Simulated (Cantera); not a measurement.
A perfectly stirred reactor is fed with 16.3 % H2, 15.7 % O2, 65.8 % N2, 2.28 % H2O, at 10.0 bar; it is adiabatic with a 823 K inlet, and is followed from long to short residence time, starting on the burning branch (τ in s: 0.07, 0.026, 0.0096, 0.0035, 0.0013, 0.00048, 0.00018, 6.6e-05, 2.5e-05, 9.1e-06).

Detailed kinetics in Cantera: GRI-Mech 3.0 (53 species, 325 reactions). The hydrogen kinetics of GRI-Mech 3.0 are dated; newer H2 mechanisms differ, most at raised pressure.

x: mole fraction; the columns are a selection and need not sum to one.

```csv
τ (s),T (K),x H2,x O2,x H2O,x NO,x NO2,x OH,x H2O2
0.070,2003,7.49e-5,0.0814,0.201,0.000310,1.07e-6,0.00134,3.48e-7
0.026,2003,8.93e-5,0.0814,0.201,0.000128,4.60e-7,0.00138,3.61e-7
0.0096,2002,0.000125,0.0815,0.201,5.80e-5,2.27e-7,0.00149,3.92e-7
0.0035,2000,0.000207,0.0814,0.201,3.15e-5,1.45e-7,…,4.65e-7
0.0013,1997,0.000375,0.0814,0.200,2.17e-5,1.21e-7,…,6.06e-7
0.00048,1991,0.000708,0.0813,0.200,1.75e-5,1.14e-7,…,8.47e-7
0.00018,1981,0.00133,0.0812,0.198,1.49e-5,1.01e-7,…,1.21e-6
6.6e-5,1962,0.00255,0.0812,0.196,1.28e-5,7.93e-8,…,1.73e-6
2.5e-5,1932,0.00473,0.0815,0.193,1.19e-5,6.25e-8,…,2.42e-6
9.1e-6,1876,0.00900,0.0826,0.186,1.22e-5,5.19e-8,…,3.45e-6
```

**Question.** Some entries are withheld; supply them.

**Answer.** 
- 0.0035, x OH: 0.00172
- 0.0013, x OH: 0.00214
- 0.00048, x OH: 0.00278
- 0.00018, x OH: 0.00365
- 6.6e-5, x OH: 0.00480
- 2.5e-5, x OH: 0.00608
- 9.1e-6, x OH: 0.00733
